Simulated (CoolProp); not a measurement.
Vapour-liquid equilibrium of R113 (1) + n-heptane (2) at 353.7 K; x and y are mole fractions of (1).

Model: multi-fluid Helmholtz-energy mixture model, Marx 1992 and Span 2003; pair parameters Bell 2016, in CoolProp.

| x | bubble pressure, mixture model (MPa) | bubble pressure, Raoult's law (MPa) | y, mixture model | y, Raoult's law |
|---|---|---|---|---|
| 0.05 | 0.07146 | 0.06867 | 0.220 | 0.196 |
| 0.15 | 0.09722 | 0.08975 | 0.478 | 0.449 |
| 0.25 | 0.1215 | 0.1108 | 0.624 | 0.607 |
| 0.35 | 0.1441 | 0.1319 | 0.718 | 0.713 |
| 0.45 | 0.1652 | 0.1530 | 0.785 | 0.791 |
| 0.55 | 0.1851 | 0.1740 | 0.836 | 0.850 |
| 0.65 | 0.2039 | 0.1951 | 0.878 | 0.896 |
| 0.75 | 0.2223 | 0.2162 | 0.915 | 0.933 |
| 0.85 | 0.2406 | 0.2372 | 0.949 | 0.963 |
| 0.95 | 0.2592 | 0.2583 | 0.983 | 0.989 |

The largest gap from Raoult's law is +9.7 % in bubble pressure, at x = 0.25. No azeotrope shows between x = 0.05 and 0.95.

The pair parameters rest on a limited set of measurements; away from them the model extrapolates.
